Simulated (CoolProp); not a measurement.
The numbers come from the reference Helmholtz-energy equation of state, Lemmon 2006 in CoolProp. It is a short technical equation, of lower accuracy than the large ones.

Question: For nitrous oxide, give the phase and the density (kg/m³), cp (kJ/(kg K)), expansivity (1/kK) at 500 K and 18.1 MPa.

Answer: 
- 500 K and 18.1 MPa: supercritical; density 218, cp 1.35, expansivity 3.40
